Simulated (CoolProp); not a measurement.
Vapour-liquid equilibrium of methanol (1) + toluene (2) at 433.3 K; x and y are mole fractions of (1).

Computed with CoolProp (multi-fluid Helmholtz-energy mixture model, de Reuck 1993 and Lemmon 2006; pair parameters Bell 2016).

```
x     bubble pressure, mixture model (bar)  bubble pressure, Raoult's law (bar)  y, mixture model  y, Raoult's law
----  ------------------------------------  -----------------------------------  ----------------  ---------------
0.05                                 5.851                                4.156             0.396            0.212
0.2                                  10.09                                6.288             0.652            0.562
0.35                                 12.16                                8.419             0.722            0.734
0.5                                  13.53                                10.55             0.767            0.837
0.65                                 14.77                                12.68             0.816            0.905
0.8                                  16.03                                14.81             0.880            0.953
0.95                                 17.27                                16.95             0.967            0.990
```

The largest gap from Raoult's law is +60.5 % in bubble pressure, at x = 0.2. No azeotrope shows between x = 0.05 and 0.95.

The pair parameters rest on a limited set of measurements; away from them the model extrapolates. With so large a gap from Raoult's law the liquid may split in two, which this calculation doesn't test in full.
